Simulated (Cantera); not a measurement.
Feed: 1 mol Si3N4, 0.0012 mol H2O, 3.2 mol H2, at 1523.15 K and 2900 Pa.

Method: chemical equilibrium by Gibbs-energy minimisation in Cantera with the NASA 1993 tables (ideal gas, pure condensed phases). Candidate condensed phases: H2O, Si, SiO2, Si2N2O, Si3N4; 35 gas species. Mutual solubility and eutectic melting of coexisting phases are not modelled. The numbers say what is thermodynamically allowed, not how fast it happens.

Q: What is the equilibrium state?

A: x(H2): 0.997
x(N2): 0.00256
x(H): 0.000136
x(SiO): 5.19e-5
x(SiH2): 2.00e-6
n(Si(s)): 0.0116 mol
n(Si2N2O(s)): 0.00103 mol
n(Si3N4(s)): 0.995 mol
gas amount: 3.210 mol
